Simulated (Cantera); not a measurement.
Standard-state values (1 bar) from the NASA 1993 polynomials, evaluated with Cantera. Values are per mole of reaction as written; species without (g) are pure solids or liquids, kept so even where they would boil at 1 bar. FeO: taken at fixed stoichiometry.

### Question
Between 1373 and 1548 K, where is each reaction favourable under standard conditions?
- 2 FeO + 2 NO(g) → Fe₂O₃ + N₂O(g)

### Answer
- 2 FeO + 2 NO(g) → Fe₂O₃ + N₂O(g): ΔG° is -68 kJ at 1373 K and -30 kJ at 1548 K; it stays negative (K > 1). ΔH° is -365 kJ and ΔS° -216 J/K at 1548 K.
